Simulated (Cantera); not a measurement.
Input: 1 mol SiH₂Cl₂, 0.4 mol N₂O, equilibrated at 927 °C and 10.0 Torr.

Method: chemical equilibrium by Gibbs-energy minimisation in Cantera with the NASA 1993 tables (ideal gas, pure condensed phases). Candidate condensed phases: H₂O, NH₄Cl, Si, SiO₂, Si₂N₂O, Si₃N₄; 47 gas species. Mutual solubility and eutectic melting of coexisting phases are not modelled. The tables' values for SiCl₃ are old estimates; treat these amounts as uncertain. The tables hold silica as quartz up to 1696 K and as liquid above; real silica turns to tridymite and cristobalite and melts near 1996 K. Rates play no part.

Base state: HCl 0.668, H₂ 0.220, SiCl₄ 0.107, SiCl₃ 0.00261, SiHCl₃ 0.000960, SiCl₂ 0.000557, N₂ 0.000289 (mole fractions); condensed: SiO₂(β-quartz) + Si₂N₂O(s).

Task: What changes in the equilibrium state with this change: N₂O from 0.4 to 9.9 mol?

Result: 
```tsv
species	before	after
N₂	0.000289	0.626
O₂	<1e-9	0.245
HCl	0.668	0.108
SiCl₄	0.107	<1e-9
H₂	0.220	2.05e-9
Cl₂	2.66e-9	0.00746
SiCl₃	0.00261	<1e-9
SiHCl₃	0.000960	<1e-9
SiCl₂	0.000557	<1e-9
SiO₂(β-quartz), mol	0.000259	1.00
Si₂N₂O(s), mol	0.399	0
```

Task: What changes in the equilibrium state with this change: N₂O from 0.4 to 0.56 mol?

Result: 
```json
[
 {"species": "HCl", "before": "0.668", "after": "0.807"},
 {"species": "H₂", "before": "0.220", "after": "0.0838"},
 {"species": "N₂", "before": "0.000289", "after": "0.0671"},
 {"species": "SiCl₄", "before": "0.107", "after": "0.0414"},
 {"species": "SiCl₂", "before": "0.000557", "after": "5.64e-5"},
 {"species": "SiHCl₃", "before": "0.000960", "after": "0.000117"},
 {"species": "SiCl₃", "before": "0.00261", "after": "0.000516"},
 {"species": "SiO₂(β-quartz), mol", "before": "0.000259", "after": "0.0688"},
 {"species": "Si₂N₂O(s), mol", "before": "0.399", "after": "0.422"}
]
```
